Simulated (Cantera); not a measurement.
A closed system holds: 1 mol Hg, 0.17 mol O2, a varied amount of H2, held at 1127 °C and 1 atm.

Equilibrium computed with Cantera from the NASA thermochemical tables; the gas is ideal and each condensed phase is pure. Candidate condensed phases: H2O, Hg, HgO; 10 gas species. The numbers say what is thermodynamically allowed, not how fast it happens.

Task: At 26 mol H2, list the 3 most abundant gas species with their mole fractions, and the condensed phases.

Result: H2 0.950, Hg 0.0370, H2O 0.0126. Condensed: gas only.
